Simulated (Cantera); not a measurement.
Mixture: CH4 : O2 : N2 : H2O = 1 : 3.57 : 13.4 : 2.9 (molar parts), equivalence ratio 0.56, at 3.10 bar, adiabatic and at constant pressure. Ignition delay is the time to a rise of 400 K.

Computed with Cantera and GRI-Mech 3.0 (53 species, 325 reactions).

**Question.** What does this change do: pressure from 3.10 bar to 7.50 bar?

**Answer.** 
| quantity | before | after |
|---|---|---|
| delay at 1200 K | 14.2 ms | 5.55 ms |
| delay at 1275 K | 5.76 ms | 2.33 ms |
| delay at 1350 K | 2.46 ms | 1.05 ms |
| delay at 1425 K | 1.09 ms | 0.494 ms |
| delay at 1500 K | 0.506 ms | 0.240 ms |
| delay at 1575 K | 0.246 ms | 0.121 ms |
| apparent activation energy between 1425 and 1575 K | 190 kJ/mol | 180 kJ/mol |

**Question.** What does this change do: pressure from 3.10 bar to 0.320 bar?

**Answer.** 
```tsv
quantity	before	after
delay at 1200 K	14.2 ms	0.118 s
delay at 1275 K	5.76 ms	40.6 ms
delay at 1350 K	2.46 ms	15.3 ms
delay at 1425 K	1.09 ms	6.33 ms
delay at 1500 K	0.506 ms	2.92 ms
delay at 1575 K	0.246 ms	1.49 ms
apparent activation energy between 1425 and 1575 K	190 kJ/mol	180 kJ/mol
```
